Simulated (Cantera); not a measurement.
## CH3SiH3 + C2H4 + H2 (silicon carbide growth)

Input: 1 mol CH3SiH3, 0.0074 mol C2H4, 160 mol H2, equilibrated at 73.0 mbar.

Equilibrium computed with Cantera from the NASA thermochemical tables; the gas is ideal and each condensed phase is pure. Candidate condensed phases: C, C6H6, C7H8, C8H18, Si, SiC; 87 gas species. The feed counts by its element totals alone. Gases not in the tables: Si2H6 and higher silanes. Equilibrium is a limit: real reactors are often held back by kinetics, nucleation or transport.

From 2098 K to 2323 K the condensed part is SiC(s). The main Si-bearing gas is Si throughout. The share of Si in condensed phases is highest at 2098 K (92.7 %) and lowest at 2323 K (18.2 %).

```json
[
 {"T (K)": "2098", "x H2": "0.988", "x H": "0.0113", "x Si": "0.000329", "x C2H2 (acetylene)": "0.000250", "x SiH": "4.82e-5", "x Si2C": "1.34e-5", "x SiC2": "3.72e-6", "x SiH2": "3.28e-5", "n SiC(s)": "0.927"},
 {"T (K)": "2123", "x H2": "0.986", "x H": "0.0132", "x Si": "0.000444", "x C2H2 (acetylene)": "0.000318", "x SiH": "6.15e-5", "x Si2C": "1.98e-5", "x SiC2": "6.14e-6", "x SiH2": "3.85e-5", "n SiC(s)": "0.903"},
 {"T (K)": "2148", "x H2": "0.984", "x H": "0.0153", "x Si": "0.000592", "x C2H2 (acetylene)": "0.000407", "x SiH": "7.78e-5", "x Si2C": "2.89e-5", "x SiC2": "1.00e-5", "x SiH2": "4.49e-5", "n SiC(s)": "0.871"},
 {"T (K)": "2173", "x H2": "0.981", "x H": "0.0177", "x Si": "0.000782", "x C2H2 (acetylene)": "0.000519", "x SiH": "9.76e-5", "x Si2C": "4.18e-5", "x SiC2": "1.62e-5", "x SiH2": "5.19e-5", "n SiC(s)": "0.829"},
 {"T (K)": "2198", "x H2": "0.978", "x H": "0.0204", "x Si": "0.00102", "x C2H2 (acetylene)": "0.000660", "x SiH": "0.000122", "x Si2C": "5.97e-5", "x SiC2": "2.60e-5", "x SiH2": "5.97e-5", "n SiC(s)": "0.776"},
 {"T (K)": "2223", "x H2": "0.974", "x H": "0.0234", "x Si": "0.00133", "x C2H2 (acetylene)": "0.000837", "x SiH": "0.000150", "x Si2C": "8.44e-5", "x SiC2": "4.13e-5", "x SiH2": "6.83e-5", "n SiC(s)": "0.708"},
 {"T (K)": "2248", "x H2": "0.970", "x H": "0.0268", "x Si": "0.00172", "x C2H2 (acetylene)": "0.00106", "x SiH": "0.000185", "x Si2C": "0.000118", "x SiC2": "6.50e-5", "x SiH2": "7.77e-5", "n SiC(s)": "0.620"},
 {"T (K)": "2273", "x H2": "0.965", "x H": "0.0305", "x Si": "0.00220", "x C2H2 (acetylene)": "0.00133", "x SiH": "0.000226", "x Si2C": "0.000165", "x SiC2": "0.000101", "x SiH2": "8.81e-5", "n SiC(s)": "0.508"},
 {"T (K)": "2298", "x H2": "0.960", "x H": "0.0347", "x Si": "0.00281", "x C2H2 (acetylene)": "0.00167", "x SiH": "0.000274", "x Si2C": "0.000227", "x SiC2": "0.000157", "x SiH2": "9.95e-5", "n SiC(s)": "0.364"},
 {"T (K)": "2323", "x H2": "0.954", "x H": "0.0394", "x Si": "0.00356", "x C2H2 (acetylene)": "0.00208", "x SiH": "0.000331", "x Si2C": "0.000310", "x SiC2": "0.000239", "x SiH2": "0.000112", "n SiC(s)": "0.182"}
]
```
x: gas mole fraction; n: condensed amount in mol.
